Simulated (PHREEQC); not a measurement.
Dissolve 0.027 mol NH3, 1.4e-05 mol CO2 and 0.024 mol K2CO3 per kg of water at 66 °C. Closed to the air; pH follows from the charge balance.

Model: ion-association model, wateq4f.dat, run in PHREEQC.

Each row changes one thing in this solution. Precipitation was switched off in this run.

| case | pH | ionic strength (mol/kgw) | CO3-2 (mol/kgw) | HCO3- (mol/kgw) | NH4+ (mol/kgw) | CO2 (mol/kgw) |
|---|---|---|---|---|---|---|
| as made | 10.46 | 0.0676 | 0.0194 | 0.00461 | 0.000163 | 2.48e-7 |
| temperature from 66 to 35 °C | 10.97 | 0.0702 | 0.0218 | 0.00217 | 0.000315 | 3.75e-8 |
| NH3 replaced by NH4HF2 at the same molality | 6.88 | 0.0739 | 2.21e-5 | … | 0.0259 | 0.00411 |
| CO2 left out | 10.46 | 0.0676 | 0.0194 | 0.00459 | … | 2.47e-7 |
| CO2 from 1.4e-05 to 2.1e-05 mol/kgw | 10.46 | 0.0676 | 0.0194 | 0.00461 | 0.000163 | 2.49e-7 |

What belongs in the gaps?


- NH3 replaced by NH4HF2 at the same molality, HCO3- (mol/kgw): 0.0199
- CO2 left out, NH4+ (mol/kgw): 0.000162

Species that the database lacks are ignored. Carbamate, which ammonia and carbonate form, is missing from the database. At this temperature some constants are extrapolated from 25 °C, and those without enthalpy data are left unchanged.
